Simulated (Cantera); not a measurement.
What does this Cantera script print?

```python
import numpy as np
import cantera as ct

gas_names = """
    F F2 H HF H2 H2F2 H3F3 H4F4 H5F5 H6F6 H7F7 Si SiF SiF2 SiF3 SiF4 SiH SiHF3 SiH2 SiH2F2 SiH3 SiH3F
    SiH4 Si2 Si3
""".split()
cond_names = """
    Si(cr) Si(L)
""".split()


# ... load() reads the species with a 1 bar reference pressure and builds the phases ...
atoms = {
    'Si': {'Si': 1},
    'F2': {'F': 2},
    'H2': {'H': 2},
}
top_T = {}  # K; cautious upper limits of use, not melting points


# ... equilibrate(T, P, feed) seeds the gas with the atoms and calls Mixture.equilibrate('TP', solver="vcs", rtol=1e-11, max_steps=5000) ...
results = []
feed = {'Si': 1, 'F2': 6, 'H2': 0.53}  # mol
T = 1150  # K
P = 10000  # Pa
mix = equilibrate(T, P, feed)
results.append((T, P, feed, dict(zip(mix.species_names, mix.species_moles))))
print(gas.report(threshold=0.0001))
for i in range(1, mix.n_phases):
    print(f"{mix.phase(i).name:16s} {mix.phase_moles(i):12.5e} mol")
```

Output:

```
       temperature   1150 K
          pressure   10000 Pa
           density   0.036077 kg/m^3
  mean mol. weight   34.496 kg/kmol
   phase of matter   gas

                          1 kg             1 kmol
                     ---------------   ---------------
          enthalpy       -5.3388e+06       -1.8416e+08  J
   internal energy       -5.6159e+06       -1.9372e+08  J
           entropy            7629.7        2.6319e+05  J/K
    Gibbs function       -1.4113e+07       -4.8683e+08  J
 heat capacity c_p            1071.9             36976  J/K
 heat capacity c_v            830.89             28662  J/K

                      mass frac. Y      mole frac. X     chem. pot. / RT
                     ---------------   ---------------   ---------------
                 F           0.28433           0.51626           -15.377
                F2           0.22843           0.20738           -30.754
                HF          0.082474            0.1422           -55.803
              SiF4           0.40476           0.13415           -213.66
     [  +21 minor]        5.8858e-08        5.0742e-08

Si(cr)            0.00000e+00 mol
```

Equilibrium computed with Cantera from the NASA thermochemical tables; the gas is ideal and each condensed phase is pure.
